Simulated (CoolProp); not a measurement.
Vapour-liquid equilibrium of ethanol (1) + o-xylene (2) at 665 kPa; x and y are mole fractions of (1).

The numbers come from the multi-fluid Helmholtz-energy mixture model, Schroeder 2014 and Zhou 2012; pair parameters Bell 2016 in CoolProp.

Q: Give the bubble temperature and the first vapour's composition at x = 0.25, 0.45, 0.75. Is there an azeotrope?

A: x = 0.25: 431.6 K, y = 0.793; x = 0.45: 421.8 K, y = 0.854; x = 0.75: 414.3 K, y = 0.916. No azeotrope shows between x = 0.05 and 0.95.

Pair parameters are fitted to limited data, so mixtures are less certain than the pure fluids. With so large a gap from Raoult's law the liquid may split in two, which this calculation doesn't test in full.
